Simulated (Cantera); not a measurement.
Charge: 1 mol (CH₃)₂SiCl₂, 2.3 mol H₂, 0.64 mol C₃H₈, equilibrated at 1.20 mbar.

Equilibrium computed with Cantera from the NASA thermochemical tables; the gas is ideal and each condensed phase is pure. Candidate condensed phases: C, C₆H₆, C₇H₈, C₈H₁₈, Si, SiC; 109 gas species. The feed counts by its element totals alone. The tables' values for SiCl are old estimates; treat these amounts as uncertain. Gases not in the tables: Si₂H₆ and higher silanes. The numbers say what is thermodynamically allowed, not how fast it happens.

Task: At 2298 K, list the 4 most abundant gas species with their mole fractions, and the condensed phases.

Result: H₂ 0.540, H 0.203, HCl 0.132, Si 0.0657. Condensed: C(graphite).
